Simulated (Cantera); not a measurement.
# Transport properties of process gases

Gas mixture: 43.5 % CO, 33.9 % C₂H₄, 13.7 % CH₄, 8.87 % C₂H₆, at 0.0267 bar, frozen composition.

Cantera's kinetic-theory transport with the Lennard-Jones parameters of GRI-Mech 3.0, ideal gas; thermal conductivity in the mixture-averaged form. The composition is frozen, though it would react at the higher temperatures.

| T (K) | ρ (kg/m³) | cp (J/kg/K) | μ (µPa s) | λ (mW/m/K) | Pr | D (cm²/s) NH₃ | D (cm²/s) H₂O | D (cm²/s) O |
|---|---|---|---|---|---|---|---|---|
| 400 | 0.0213 | 1579 | 16.6 | 34.9 | 0.753 | 12.4 | 12.8 | 18.0 |
| 650 | 0.0131 | 2061 | 24.3 | 63.2 | 0.792 | 30.8 | 32.2 | 41.6 |
| 900 | 0.00947 | 2408 | 30.7 | 91.2 | 0.810 | 55.3 | 58.3 | 72.1 |
| 1150 | 0.00741 | 2680 | 36.3 | 118 | 0.828 | 85.0 | 89.9 | 109 |
| 1400 | 0.00608 | 2872 | 41.5 | 143 | 0.836 | 119 | 127 | 151 |
| 1650 | 0.00516 | 3014 | 46.3 | 166 | 0.841 | 158 | 168 | 198 |
| 1900 | 0.00448 | 3117 | 50.8 | 188 | 0.844 | 201 | 213 | 251 |
D: mixture-averaged diffusion coefficient of that species in the mixture.
